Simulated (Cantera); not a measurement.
What does this Cantera script print?

```python
import numpy as np
import cantera as ct

gas_names = """
    B BH BH2 BH3 BO BO2 B2 B2O B2O2 B2O3 B3O3H3 H HBO HBO2 HO2 H2 H2O H2O2 H3B3O6 O OH O2 O3
""".split()
cond_names = """
    B(b) B(L) B2O3(L) B3O3H3(cr) H2O(s) H2O(L)
""".split()


# ... load() reads the species with a 1 bar reference pressure and builds the phases ...
atoms = {
    'B2O3': {'B': 2, 'O': 3},
    'O2': {'O': 2},
    'H2': {'H': 2},
}
top_T = {}  # K; cautious upper limits of use, not melting points


# ... equilibrate(T, P, feed) seeds the gas with the atoms and calls Mixture.equilibrate('TP', solver="vcs", rtol=1e-11, max_steps=5000) ...
results = []
feed = {'B2O3': 1, 'O2': 0.18, 'H2': 33}  # mol
T = 2100  # K
P = 240  # Pa
mix = equilibrate(T, P, feed)
results.append((T, P, feed, dict(zip(mix.species_names, mix.species_moles))))
x = sorted(zip(gas.X, gas.species_names), reverse=True)
print(f"T = {T:g} K  P = {P:g} Pa  gas = {mix.phase_moles(0):.4g} mol")
print("   x: " + "  ".join(f"{s} {v:.3e}" for v, s in x if v > 0.0001))
print("   condensed (mol): " + ("  ".join(f"{mix.phase(i).name} {mix.phase_moles(i):.4g}"
      for i in range(1, mix.n_phases) if mix.phase_moles(i) > 1e-12) or "none"))
```

Result:

```
T = 2100 K  P = 240 Pa  gas = 35.26 mol
   x: H2 8.773e-01  H 5.957e-02  HBO2 2.172e-02  HBO 1.268e-02  H2O 1.162e-02  BO 1.140e-02  B2O3 4.930e-03  B2O2 4.327e-04  BO2 2.116e-04
   condensed (mol): none
```

Cantera equilibrium calculation (NASA polynomials, part measured and part estimated; ideal gas, pure solids and liquids).
